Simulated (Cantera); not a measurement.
A closed system holds: 1 mol AlCl3, 6.9 mol HCl, 26 mol H2, 39 mol NH3, at 1752 °C.

Equilibrium computed with Cantera from the NASA thermochemical tables; the gas is ideal and each condensed phase is pure. Candidate condensed phases: Al, AlCl3, AlN, NH4Cl; 20 gas species. The tables' values for AlCl2 are old estimates; treat these amounts as uncertain. Rates play no part.

### Question
At 0.0250 bar, list the 4 most abundant gas species with their mole fractions, and the condensed phases.

### Answer
H2 0.731, N2 0.172, HCl 0.0771, H 0.0104. Condensed: gas only.
